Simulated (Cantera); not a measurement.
Feed: 1 mol LiOH, 14 mol O2, at 1330 Pa.

Method: chemical equilibrium by Gibbs-energy minimisation in Cantera with the NASA 1993 tables (ideal gas, pure condensed phases). Candidate condensed phases: H2O, Li, LiH, LiOH, Li2O; 17 gas species. Equilibrium is a limit: real reactors are often held back by kinetics, nucleation or transport. All values below are at 1652 °C.

Base state: O2 0.928, LiOH 0.0551, H2O 0.00492, Li 0.00363, Li2O 0.00322, O 0.00307, OH 0.00132, LiO 0.000965 (mole fractions); condensed: gas only.

Problem. What changes in the equilibrium state with this change: pressure from 1330 Pa to 32000 Pa?

Solution. 
| species | before | after |
|---|---|---|
| O2 | 0.928 | 0.932 |
| LiOH | 0.0551 | 0.0571 |
| H2O | 0.00492 | 0.00445 |
| Li | 0.00363 | 0.000364 |
| O | 0.00307 | 0.000628 |
| Li2(OH)2 | 6.57e-7 | 1.69e-5 |
| H | 2.20e-5 | 1.93e-6 |
| Li2O2 | 8.49e-5 | 0.000495 |
| OH | 0.00132 | 0.000569 |
| LiO | 0.000965 | 0.000476 |
